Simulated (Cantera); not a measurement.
A Cantera script and what it prints.

```python
import numpy as np
import cantera as ct

gas_names = [...]  # 113 gases of nasa_gas.yaml made of C, H, O, Ta
cond_names = """
    C(gr) C6H6(L) C7H8(L) C8H18(L),n-octa H2O(s) H2O(L) Ta(cr) Ta(L) TaC(s) TaC(L) Ta2O5(s) Ta2O5(L)
""".split()


# ... load() reads the species with a 1 bar reference pressure and builds the phases ...
atoms = {
    'Ta2O5': {'Ta': 2, 'O': 5},
    'CH4': {'C': 1, 'H': 4},
    'CO': {'C': 1, 'O': 1},
}
top_T = {'C(gr)': 4500}  # K; cautious upper limits of use, not melting points


# ... equilibrate(T, P, feed) seeds the gas with the atoms and calls Mixture.equilibrate('TP', solver="vcs", rtol=1e-11, max_steps=5000) ...
results = []
feed = {'Ta2O5': 1, 'CH4': 0.32, 'CO': 0.023}  # mol
T = 2048.15  # K
P = 1333.22  # Pa
mix = equilibrate(T, P, feed)
results.append((T, P, feed, dict(zip(mix.species_names, mix.species_moles))))
print(gas.report(threshold=0.001))
for i in range(1, mix.n_phases):
    print(f"{mix.phase(i).name:16s} {mix.phase_moles(i):12.5e} mol")
```

Result:

```
       temperature   2048.2 K
          pressure   1333.2 Pa
           density   0.00086653 kg/m^3
  mean mol. weight   11.068 kg/kmol
   phase of matter   gas

                          1 kg             1 kmol
                     ---------------   ---------------
          enthalpy        1.8438e+06        2.0407e+07  J
   internal energy        3.0519e+05        3.3779e+06  J
           entropy             23058        2.5521e+05  J/K
    Gibbs function       -4.5382e+07       -5.0229e+08  J
 heat capacity c_p              3151             34875  J/K
 heat capacity c_v            2399.8             26561  J/K

                      mass frac. Y      mole frac. X     chem. pot. / RT
                     ---------------   ---------------   ---------------
                CO           0.87559           0.34599           -39.654
                 H         0.0014107           0.01549           -12.163
                H2           0.11597           0.63671           -24.326
               H2O         0.0023292          0.001431           -52.643
     [ +109 minor]          0.004696        0.00037987

C(gr)             0.00000e+00 mol
Ta(cr)            1.28578e-01 mol
TaC(s)            0.00000e+00 mol
Ta2O5(s)          9.35606e-01 mol
```

Equilibrium computed with Cantera from the NASA thermochemical tables; the gas is ideal and each condensed phase is pure. Mutual solubility and eutectic melting of coexisting phases are not modelled. Condensed phases not in the tables: Ta2C, N, O or C dissolved in the metal.
